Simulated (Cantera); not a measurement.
A closed system holds: 1 mol SiH2Cl2, 9.8 mol NH3, held at 0.0310 bar.

Equilibrium computed with Cantera from the NASA thermochemical tables; the gas is ideal and each condensed phase is pure. Candidate condensed phases: NH4Cl, Si, Si3N4; 28 gas species. The tables' values for SiCl, SiCl3 are old estimates; treat these amounts as uncertain. Gases not in the tables: Si2H6 and higher silanes. Equilibrium is a limit: real reactors are often held back by kinetics, nucleation or transport.

**Question.** At 1850 K, list the 6 most abundant gas species with their mole fractions, and the condensed phases.

**Answer.** H2 0.694, N2 0.226, HCl 0.0609, SiCl2 0.0155, H 0.00255, Si 0.000208. Condensed: Si(l).
